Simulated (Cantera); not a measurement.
A perfectly stirred reactor is fed with NO : N₂ = 1 : 0.1 (molar parts), at 443 Torr; it is held at 2100 K, and followed from long to short residence time.

Computed with Cantera and GRI-Mech 3.0 (53 species, 325 reactions).

Q: What does this change do: NO 1 to 0.12 parts?

A: 
```tsv
quantity	before	after
x(NO) at τ = 1.20 s	0.203	0.147
x(N₂O) at τ = 1.20 s	1.65e-5	9.30e-6
x(N₂) at τ = 1.20 s	0.443	0.654
x(O) at τ = 1.20 s	0.00109	0.000820
x(NO₂) at τ = 1.20 s	0.000297	0.000161
x(NO) at τ = 60.0 ms	0.751	0.478
x(N₂O) at τ = 60.0 ms	0.000248	0.000105
x(N₂) at τ = 60.0 ms	0.169	0.488
x(O) at τ = 60.0 ms	0.000571	0.000386
x(NO₂) at τ = 60.0 ms	0.000543	0.000235
```
